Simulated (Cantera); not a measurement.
Input: 1 mol Pb, a varied amount of CO2, 200 mol N2, equilibrated at 1000 Pa.

Cantera equilibrium calculation (NASA polynomials, part measured and part estimated; ideal gas, pure solids and liquids). Candidate condensed phases: C, Pb, PbO, PbO2, Pb3O4; 27 gas species. Rates play no part.

### Question
What condenses at these points (T in K, n(CO2) in mol): (1400, 18); (875, 22); (800, 5.1); (800, 9.7); (1100, 18)?

### Answer
```csv
T (K),n(CO2) in mol,condensed phases,Pb condensed (%)
1400,18,gas only,0.0
875,22,Pb + PbO,98.5
800,5.1,Pb,99.9
800,9.7,Pb + PbO,99.9
1100,18,gas only,0.0
```
